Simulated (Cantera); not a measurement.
What does this Cantera script print?

```python
import numpy as np
import cantera as ct

gas = ct.Solution("gri30.yaml")
gas.TPX = 1925, 1200, {'C2H6': 0.74, 'H2': 5.1}
inlet = ct.Reservoir(gas, clone=True)

reactor = ct.IdealGasConstPressureReactor(gas, energy="off", clone=False)
exhaust = ct.Reservoir(gas, clone=True)
tau = [1.4, 0.52, 0.19, 0.069, 0.025, 0.0091, 0.0033, 0.0012, 0.00044][0]
for a, b in ((inlet, reactor), (reactor, exhaust)):
    ct.MassFlowController(a, b, mdot=lambda t: reactor.mass / tau)
net = ct.ReactorNet([reactor])
show = ['C2H6', 'H2', 'H', 'C2H4', 'CH3', 'CH2', 'C2H2']

rows = []
print(f"{'tau/s':>10s}{'T/K':>9s}" + "".join(f"{s:>11s}" for s in show))
for tau in [1.4, 0.52, 0.19, 0.069, 0.025, 0.0091, 0.0033, 0.0012, 0.00044]:
    net.initial_time = 0.0
    net.advance(30 * tau)
    before = gas.X
    net.advance(40 * tau)
    drift = np.max(np.abs(gas.X - before) / (gas.X + 1e-9))
    rows.append([gas.T, *gas[show].X, drift])
    print(f"{tau:10.3e}{gas.T:9.1f}" + "".join(f"{x:11.3e}" for x in gas[show].X))
```

It prints:

```
     tau/s      T/K       C2H6         H2          H       C2H4        CH3        CH2       C2H2
 1.400e+00   1925.0  3.841e-06  8.882e-01  6.517e-03  3.829e-05  9.739e-04  7.357e-06  9.761e-02
 5.200e-01   1925.0  1.078e-05  8.851e-01  6.187e-03  8.506e-05  1.622e-03  1.057e-05  9.530e-02
 1.900e-01   1925.0  3.003e-05  8.798e-01  6.083e-03  2.069e-04  2.700e-03  1.514e-05  9.152e-02
 6.900e-02   1925.0  8.201e-05  8.717e-01  6.226e-03  5.010e-04  4.449e-03  2.150e-05  8.578e-02
 2.500e-02   1925.0  2.188e-04  8.604e-01  6.607e-03  1.153e-03  7.197e-03  3.015e-05  7.761e-02
 9.100e-03   1925.0  5.687e-04  8.463e-01  7.198e-03  2.460e-03  1.129e-02  4.148e-05  6.679e-02
 3.300e-03   1925.0  1.459e-03  8.303e-01  7.942e-03  4.831e-03  1.704e-02  5.585e-05  5.339e-02
 1.200e-03   1925.0  3.702e-03  8.154e-01  8.686e-03  8.577e-03  2.437e-02  7.265e-05  3.828e-02
 4.400e-04   1925.0  9.318e-03  8.060e-01  9.071e-03  1.341e-02  3.260e-02  8.940e-05  2.308e-02
```

Computed with Cantera and GRI-Mech 3.0 (53 species, 325 reactions). GRI-Mech 3.0 stops at C3 and has no aromatics, soot or wall deposition, so with more carbon than oxygen in the feed, carbon stays in small species such as C2H2 where larger ones or solid carbon would form. Radical loss at walls, strong at low pressure, is not modelled.
